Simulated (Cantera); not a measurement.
Feed: 1 mol Cr, 0.94 mol N2, at 1225 K and 0.360 Pa.

Equilibrium computed with Cantera from the NASA thermochemical tables; the gas is ideal and each condensed phase is pure. Candidate condensed phases: Cr, CrN, Cr2N; 4 gas species. Rates play no part.

Base state: N2 1.000, Cr 0.000146 (mole fractions); condensed: Cr(s).

Q: What changes in the equilibrium state with this change: temperature from 1225 K to 2473 K?

A: 
| species | before | after |
|---|---|---|
| Cr | 0.000146 | 0.515 |
| N2 | 1.000 | 0.484 |
| N | <1e-9 | 8.33e-5 |
| Cr(s), mol | 1.000 | 0 |
